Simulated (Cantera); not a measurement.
An isothermal, constant-pressure homogeneous reactor starts with N2O : O2 = 1 : 0.86 (molar parts), at 1525 K and 12.0 Torr. Integrator tolerance rtol = 1e-08.

Detailed kinetics in Cantera: GRI-Mech 3.0 (53 species, 325 reactions). GRI-Mech 3.0 was tuned for natural gas; its chemistry of N2O as a main component is partial and can be far from experiment. Radical loss at walls, strong at low pressure, is not modelled. The temperature is held fixed by assumption; the heat of reaction is taken as removed at once.

What does this change do: O2 0.86 to 1.7 parts?


```csv
quantity,before,after
x(N2O) at 100 s,2.85e-6 (gas-phase equilibrium 9.49e-9),1.51e-6 (gas-phase equilibrium 7.64e-9)
x(O2) at 100 s,0.522 (gas-phase equilibrium 0.575),0.647 (gas-phase equilibrium 0.687)
x(N2) at 100 s,0.369 (gas-phase equilibrium 0.423),0.272 (gas-phase equilibrium 0.312)
x(NO2) at 100 s,0.000107 (gas-phase equilibrium 1.74e-6),8.79e-5 (gas-phase equilibrium 1.79e-6)
x(NO) at 100 s,0.108 (gas-phase equilibrium 0.00168),0.0801 (gas-phase equilibrium 0.00158)
```

What does this change do: O2 0.86 to 0.33 parts?


```
quantity                                           before                                     after
---------------  ----------------------------------------  ----------------------------------------
x(N2O) at 100 s   2.85e-6 (gas-phase equilibrium 9.49e-9)   4.91e-6 (gas-phase equilibrium 1.09e-8)
x(O2) at 100 s        0.522 (gas-phase equilibrium 0.575)       0.384 (gas-phase equilibrium 0.453)
x(N2) at 100 s        0.369 (gas-phase equilibrium 0.423)       0.477 (gas-phase equilibrium 0.546)
x(NO2) at 100 s  0.000107 (gas-phase equilibrium 1.74e-6)  0.000118 (gas-phase equilibrium 1.56e-6)
x(NO) at 100 s      0.108 (gas-phase equilibrium 0.00168)     0.140 (gas-phase equilibrium 0.00169)
```
